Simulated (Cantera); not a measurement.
**Reactions in the system Cu-H-O**

Source: NASA polynomial tables (part measured, part estimated), evaluated in Cantera. Values are per mole of reaction as written; species without (g) are pure solids or liquids, kept so even where they would boil at 1 bar.

4 Cu(OH)2 → 6 OH(g) + 2 Cu2O + H2(g)

```
T (K)  ΔH° (kJ)  ΔS° (J/K)  ΔG° (kJ)  log10 K
-----  --------  ---------  --------  -------
548      1681.5      949.3    1161.2  -110.69
648      1673.6      936.2    1067.0   -86.00
748      1664.7      923.4     974.0   -68.01
848      1654.9      911.2     882.3   -54.34
948      1644.8      899.8     791.7   -43.62
1048     1634.6      889.6     702.3   -35.00
1148     1624.8      880.7     613.8   -27.93
1248     1615.5      872.9     526.1   -22.02
1348     1607.0      866.4     439.1   -17.02
1448     1599.4      860.9     352.8   -12.73
```

H2(g) + Cu(OH)2 → Cu + 2 H2O(g)

```csv
T (K),ΔH° (kJ),ΔS° (J/K),ΔG° (kJ),log10 K,condensed phases
548,-42.1,150.5,-124.5,11.87,"Cu(OH)2(s), Cu(s)"
648,-45.9,144.1,-139.3,11.23,"Cu(OH)2(s), Cu(s)"
748,-49.8,138.4,-153.4,10.71,"Cu(OH)2(s), Cu(s)"
848,-53.8,133.4,-167.0,10.28,"Cu(OH)2(s), Cu(s)"
948,-57.8,129.0,-180.1,9.92,"Cu(OH)2(s), Cu(s)"
1048,-61.7,125.1,-192.8,9.61,"Cu(OH)2(s), Cu(s)"
1148,-65.4,121.7,-205.1,9.33,"Cu(OH)2(s), Cu(s)"
1248,-68.8,118.9,-217.1,9.09,"Cu(OH)2(s), Cu(s)"
1348,-71.9,116.5,-228.9,8.87,"Cu(OH)2(s), Cu(s)"
1448,-61.6,124.1,-241.3,8.71,"Cu(OH)2(s), Cu(l)"
```
